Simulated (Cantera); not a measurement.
A perfectly stirred reactor is fed with H2 : O2 : N2 = 1.2 : 1 : 4.3 (molar parts), equivalence ratio 0.60, at 0.420 bar; it is held at 1275 K, and followed from long to short residence time.

Detailed kinetics in Cantera: GRI-Mech 3.0 (53 species, 325 reactions). The temperature is held fixed by assumption; the heat of reaction is taken as removed at once.

Q: What does this change do: pressure from 0.420 bar to 1.00 bar?

A: 
```
quantity                 before     after
---------------------  --------  --------
x(H2) at τ = 3.70 s     5.45e-5   3.55e-5
x(O2) at τ = 3.70 s      0.0678    0.0678
x(NO2) at τ = 3.70 s    8.70e-9   1.98e-8
x(HO2) at τ = 3.70 s    1.56e-6   1.45e-6
x(OH) at τ = 3.70 s    0.000172   8.24e-5
x(H2) at τ = 0.120 s   0.000531  0.000357
x(O2) at τ = 0.120 s     0.0678    0.0679
x(NO2) at τ = 0.120 s   1.68e-9   7.83e-9
x(HO2) at τ = 0.120 s   9.96e-6   1.18e-5
x(OH) at τ = 0.120 s   0.000541  0.000249
```
